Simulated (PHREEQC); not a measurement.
Reverse-osmosis reject: an equilibrium model

A made-up water analysis in mmol/kgw, 55 °C, pH 6.35:

```
constituent           mmol/kgw
--------------------  --------
Na                         120
K                        0.128
Ca                         3.8
Mg                        32.4
Cl                         138
S(6)                      8.57
Alkalinity (meq/kgw)     0.127
Si                         1.5
```

Valence states are taken as typed.

Equilibrium calculation in PHREEQC: Pitzer model, pitzer.dat.

```
Property                      Value
--------------------  -------------
ionic strength        0.219 mol/kgw
specific conductance    28100 µS/cm
density                 0.993 g/cm³
osmotic coefficient           0.882
charge-balance error         10.7 %
```

```tsv
species	molality	activity	log γ
Cl-	0.138	0.0970	-0.153
Na+	0.120	0.0887	-0.131
Mg+2	0.0324	0.00886	-0.563
SO4-2	0.00857	0.00140	-0.786
Ca+2	0.00380	0.000963	-0.596
H4SiO4	0.00150	0.00154	0.011
K+	0.000128	9.23e-5	-0.142
HCO3-	0.000125	8.81e-5	-0.151
```

Precipitation was switched off in this run. At this temperature some constants are extrapolated from 25 °C, and those without enthalpy data are left unchanged.
